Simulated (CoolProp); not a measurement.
The fluid at 265.42 K and 0.512 MPa (liquid) is heated at constant pressure to 304.2 K. The same conditions are run with several fluids, on thermodynamics alone (safety and materials aside).

Computed with CoolProp (reference Helmholtz-energy equation of state of each fluid (decamethyltetrasiloxane (MD2M): Thol 2017; R123: Younglove 1994; n-perfluorohexane: Gao 2022; c-C4F8 (RC318): Platzer 1990; R141b: Lemmon 2006)). The equations of Platzer and Polt are older, rougher fits.

| fluid | heat (kJ/kg) | final density (kg/m³) |
|---|---|---|
| decamethyltetrasiloxane (MD2M) | 65.6 | 843 |
| R123 | 38.9 | 1450 |
| n-perfluorohexane | 39.8 | 1660 |
| c-C4F8 (RC318) | 41.9 | 1470 |
| R141b | 44.1 | 1220 |
